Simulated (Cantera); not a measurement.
An adiabatic, constant-pressure homogeneous reactor starts with 1.18 % C3H8, 13.1 % O2, 81.5 % N2, 3.43 % CO2, 0.804 % H2, equivalence ratio 0.48, at 1373 K and 1700000 Pa.

Detailed kinetics in Cantera: GRI-Mech 3.0 (53 species, 325 reactions). GRI-Mech 3.0 was tuned for natural gas; its chemistry of propane as a main component is partial and can be far from experiment. The pressure lies above the range GRI-Mech 3.0 was tuned for (to about 10 atm).

### Question
Predict: time of steepest temperature rise; temperature at 2.00 s; equilibrium temperature; x(O2) at 2.00 s; x(CO2) at 2.00 s; x(CO) at 2.00 s; x(NO) at 2.00 s.

### Answer
| Property | Result |
|---|---|
| time of steepest temperature rise | 64.8 µs |
| temperature at 2.00 s | 2046 K |
| equilibrium temperature | 2046 K |
| x(O2) at 2.00 s | 0.0650 (gas-phase equilibrium 0.0650) |
| x(CO2) at 2.00 s | 0.0691 (gas-phase equilibrium 0.0691) |
| x(CO) at 2.00 s | 0.000127 (gas-phase equilibrium 0.000127) |
| x(NO) at 2.00 s | 0.00488 (gas-phase equilibrium 0.00489) |
